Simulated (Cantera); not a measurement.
## Carbothermic reduction: CuO + C + N2 + CH4

A closed system holds: 1 mol CuO, 0.3 mol C, 5.5 mol N2, 5.7 mol CH4, held at 1452 °C and 220 Pa.

Cantera equilibrium calculation (NASA polynomials, part measured and part estimated; ideal gas, pure solids and liquids). Candidate condensed phases: C, C6H6, C7H8, C8H18, Cu, CuO, Cu(OH)2, Cu2O, H2O; 139 gas species. Kinetics and transport are ignored.

| Item | Value |
|---|---|
| x(H2) | 0.600 |
| x(N2) | 0.290 |
| x(CO) | 0.0528 |
| x(Cu) | 0.0528 |
| x(H) | 0.00307 |
| x(HCN) | 0.00175 |
| x(HNC) | 5.56e-5 |
| x(C2H2 (acetylene)) | 5.53e-5 |
| x(Cu2) | 3.82e-5 |
| n(C(graphite)) | 4.96 mol |
| gas amount | 18.93 mol |
| log10 activity of Cu(l) (absent) | -0.28 |
